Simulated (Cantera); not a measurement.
A closed system holds: 1 mol Si, 1.2 mol Cl₂, 6 mol H₂, equilibrated at 0.200 bar.

Cantera equilibrium calculation (NASA polynomials, part measured and part estimated; ideal gas, pure solids and liquids). Candidate condensed phases: Si; 19 gas species. Equilibrium is a limit: real reactors are often held back by kinetics, nucleation or transport.

Over these rows the condensed part is Si(s). Partial pressures as log10 of bar:

| T (K) | 1000/T (1/K) | log p SiCl₂ | log p H₂ | log p SiCl₄ | log p SiHCl₃ |
|---|---|---|---|---|---|
| 700 | 1.4286 | -7.60 | -0.74 | -1.87 | -2.20 |
| 775 | 1.2903 | -6.44 | -0.75 | -1.87 | -2.22 |
| 850 | 1.1765 | ? | -0.75 | -1.87 | -2.23 |
| 925 | 1.0811 | -4.71 | -0.75 | -1.87 | -2.25 |
| 1000 | 1.0000 | -4.05 | -0.75 | -1.88 | -2.27 |
| 1075 | 0.9302 | -3.48 | -0.75 | -1.91 | -2.30 |

Problem. Fit log p(SiCl₂) = a + b·(1000/T) to the five rows, give the apparent enthalpy, and predict the row at 850 K.

Solution. Means: 1000/T = 1.1460, log p = -5.256. Sxy = -1.428038, Sxx = 0.1727829, so b = -8.26 and a = -5.256 − (-8.26)×1.1460 = 4.21.
Apparent enthalpy: −19.145 × (-8.26) = 158 kJ/mol. With the condensed phases at unit activity, 1/2 Si(s) + 1/2 SiCl₄(g) = SiCl₂(g) links this pressure to the main gases: over the six rows their terms move log p by -0.02 in all, so the slope is close to that reaction's ΔH°. The five rows lie within 0.01 of the line.
Prediction at 850 K: 4.21 + (-8.26)×1.1765 = -5.51. The computed value is -5.50, 0.01 from the line.
